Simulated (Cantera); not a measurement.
Feed: 1 mol Pb, 0.012 mol O2, 2.4 mol N2, held at 0.980 bar.

These are equilibrium values from Cantera (NASA tables, ideal gas, pure condensed phases), not measurements of a reactor. Candidate condensed phases: Pb, PbO, PbO2, Pb3O4; 12 gas species. Each liquid is taken as pure. Mutual solubility and eutectic melting of coexisting phases are not modelled. Gases not in the tables: (PbO)n polymers. Rates play no part.

x: gas mole fraction; n: condensed amount in mol.

```json
[
 {"T (°C)": "800", "x N2": "1.000", "x Pb": "7.46e-5", "x PbO": "2.97e-6", "x Pb2": "6.47e-10", "x NO": "5.77e-10", "x O2": "1.26e-11", "x O": "<1e-12", "n Pb(l)": "0.976", "n PbO(yellow)": "0.0240", "n PbO(l)": "0"},
 {"T (°C)": "850", "x N2": "1.000", "x Pb": "0.000186", "x PbO": "1.17e-5", "x Pb2": "2.99e-9", "x NO": "2.69e-9", "x O2": "1.10e-10", "x O": "<1e-12", "n Pb(l)": "0.976", "n PbO(yellow)": "0.0240", "n PbO(l)": "0"},
 {"T (°C)": "900", "x N2": "1.000", "x Pb": "0.000430", "x PbO": "3.94e-5", "x Pb2": "1.21e-8", "x NO": "1.06e-8", "x O2": "7.41e-10", "x O": "<1e-12", "n Pb(l)": "0.975", "n PbO(yellow)": "0", "n PbO(l)": "0.0239"},
 {"T (°C)": "950", "x N2": "0.999", "x Pb": "0.000926", "x PbO": "0.000111", "x Pb2": "4.34e-8", "x NO": "3.44e-8", "x O2": "3.64e-9", "x O": "2.46e-12", "n Pb(l)": "0.974", "n PbO(yellow)": "0", "n PbO(l)": "0.0237"},
 {"T (°C)": "1000", "x N2": "0.998", "x Pb": "0.00187", "x PbO": "0.000285", "x Pb2": "1.41e-7", "x NO": "1.02e-7", "x O2": "1.56e-8", "x O": "1.36e-11", "n Pb(l)": "0.971", "n PbO(yellow)": "0", "n PbO(l)": "0.0233"},
 {"T (°C)": "1050", "x N2": "0.996", "x Pb": "(withheld)", "x PbO": "(withheld)", "x Pb2": "(withheld)", "x NO": "(withheld)", "x O2": "(withheld)", "x O": "(withheld)", "n Pb(l)": "0.967", "n PbO(yellow)": "0", "n PbO(l)": "0.0224"},
 {"T (°C)": "1100", "x N2": "0.992", "x Pb": "0.00655", "x PbO": "0.00152", "x Pb2": "1.13e-6", "x NO": "6.90e-7", "x O2": "2.06e-7", "x O": "2.83e-10", "n Pb(l)": "0.960", "n PbO(yellow)": "0", "n PbO(l)": "0.0203"},
 {"T (°C)": "1150", "x N2": "0.985", "x Pb": "0.0114", "x PbO": "0.00319", "x Pb2": "2.85e-6", "x NO": "1.62e-6", "x O2": "6.48e-7", "x O": "1.10e-9", "n Pb(l)": "0.948", "n PbO(yellow)": "0", "n PbO(l)": "0.0162"},
 {"T (°C)": "1200", "x N2": "0.974", "x Pb": "0.0192", "x PbO": "0.00634", "x Pb2": "6.76e-6", "x NO": "3.55e-6", "x O2": "1.88e-6", "x O": "3.86e-9", "n Pb(l)": "0.929", "n PbO(yellow)": "0", "n PbO(l)": "0.00836"},
 {"T (°C)": "1250", "x N2": "0.959", "x Pb": "0.0312", "x PbO": "0.00958", "x Pb2": "1.51e-5", "x NO": "5.89e-6", "x O2": "3.20e-6", "x O": "9.98e-9", "n Pb(l)": "0.898", "n PbO(yellow)": "0", "n PbO(l)": "0"},
 {"T (°C)": "1300", "x N2": "0.942", "x Pb": "(withheld)", "x PbO": "0.00940", "x Pb2": "(withheld)", "x NO": "6.30e-6", "x O2": "(withheld)", "x O": "(withheld)", "n Pb(l)": "0.851", "n PbO(yellow)": "0", "n PbO(l)": "0"},
 {"T (°C)": "1350", "x N2": "0.916", "x Pb": "0.0749", "x PbO": "0.00915", "x Pb2": "6.44e-5", "x NO": "6.62e-6", "x O2": "1.74e-6", "x O": "2.53e-8", "n Pb(l)": "0.780", "n PbO(yellow)": "0", "n PbO(l)": "0"}
]
```

Problem. Complete the blanks.

Solution. 
- 1300, x Pb: 0.0490
- 1300, x Pb2: 3.19e-5
- 1300, x O2: 2.36e-6
- 1300, x O: 1.62e-8
- 1050, x Pb: 0.00359
- 1050, x PbO: 0.000681
- 1050, x Pb2: 4.15e-7
- 1050, x NO: 2.75e-7
- 1050, x O2: 5.98e-8
- 1050, x O: 6.57e-11
